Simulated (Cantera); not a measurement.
**Hydrocarbon pyrolysis for carbon deposition**

An isothermal, constant-pressure homogeneous reactor starts with 9.91 % CH4, 90.1 % N2, at 1698 K and 65.0 Pa.

Computed with Cantera and GRI-Mech 3.0 (53 species, 325 reactions). GRI-Mech 3.0 stops at C3 and has no aromatics, soot or wall deposition, so with more carbon than oxygen in the feed, carbon stays in small species such as C2H2 where larger ones or solid carbon would form. Radical loss at walls, strong at low pressure, is not modelled.

```csv
t (s),x CH4,x H2,x C2H2,x HCN,x C2H,x H,x CH2
0.000100,0.0991,7.86e-9,<1e-12,<1e-12,<1e-12,7.33e-8,<1e-12
0.000279,0.0991,5.45e-8,<1e-12,<1e-12,<1e-12,1.72e-7,<1e-12
0.000779,0.0991,3.18e-7,<1e-12,<1e-12,<1e-12,3.14e-7,<1e-12
0.00217,0.0991,1.38e-6,<1e-12,<1e-12,<1e-12,3.88e-7,9.69e-12
0.00607,0.0991,4.53e-6,<1e-12,<1e-12,<1e-12,3.92e-7,7.39e-11
0.0169,0.0991,1.34e-5,4.25e-11,<1e-12,<1e-12,3.94e-7,4.79e-10
0.0473,0.0990,3.84e-5,2.98e-9,<1e-12,<1e-12,4.09e-7,3.24e-9
0.132,0.0989,0.000118,1.92e-7,2.70e-12,1.28e-12,5.28e-7,2.30e-8
0.368,0.0982,0.000554,1.20e-5,4.74e-11,1.56e-10,1.53e-6,1.60e-7
1.03,0.0924,0.00629,0.000713,3.36e-9,7.46e-9,1.20e-5,9.04e-7
2.87,0.0563,0.0543,0.0159,2.18e-7,1.48e-7,9.18e-5,1.81e-6
8.00,0.0197,0.107,0.0354,1.63e-6,3.69e-7,0.000202,1.17e-6
```
x: mole fraction; the columns are a selection and need not sum to one.

Equilibrium at this temperature and pressure: CH4 4.93e-7, H2 0.134, C2H2 0.0144, HCN 0.0613, C2H 1.24e-6, H 0.00209, CH2 2.51e-9 (gas phase only).
